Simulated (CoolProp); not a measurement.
The fluid at 298.15 K and 0.13 MPa (liquid) is heated at constant pressure to 497.4 K. The same conditions are run with several fluids, on thermodynamics alone (safety and materials aside).

The numbers come from the reference Helmholtz-energy equation of state of each fluid (dimethyl carbonate: Zhou 2011; octamethylcyclotetrasiloxane (D4): Thol 2015; water: Wagner 2002; methanol: de Reuck 1993; decamethyltetrasiloxane (MD2M): Thol 2017) in CoolProp.

| fluid | heat (kJ/kg) | final density (kg/m³) |
|---|---|---|
| dimethyl carbonate | 703 | 2.87 |
| octamethylcyclotetrasiloxane (D4) | 490 | ? |
| water | ? | ? |
| methanol | ? | 1.01 |
| decamethyltetrasiloxane (MD2M) | 510 | ? |

Task: What belongs in the gaps?

Result: 
- octamethylcyclotetrasiloxane (D4), final density (kg/m³): 9.99
- water, heat (kJ/kg): 2820
- water, final density (kg/m³): 0.569
- methanol, heat (kJ/kg): 1510
- decamethyltetrasiloxane (MD2M), final density (kg/m³): 10.6
